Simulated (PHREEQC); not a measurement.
0.8 g of hydrous ferric oxide (600 m²/g; 0.2 weak and 0.005 strong sites per Fe, Dzombak-Morel constants, diffuse double layer) in 1 kg of water with 0.01 mol/kgw of an inert sodium salt and 8.4e-06 mol/kgw CuCl2, at 25 °C; the pH is set by adding NaOH or the inert anion's acid. O2 is buffered at 0.21 atm. No CO2 enters from the air. Precipitation was switched off in this run.

Equilibrium calculation in PHREEQC: ion-association model, wateq4f.dat.

Predict surface charge σ (C/m²) at pH = 8, 8.67, 9.33, 10.67, 11.33.


```tsv
pH	surface charge σ (C/m²)
8	0.002
8.67	-0.007
9.33	-0.020
10.67	-0.075
11.33	-0.131
```

The database's constant for dissolved Cu(OH)2 is higher than later reviews accept.
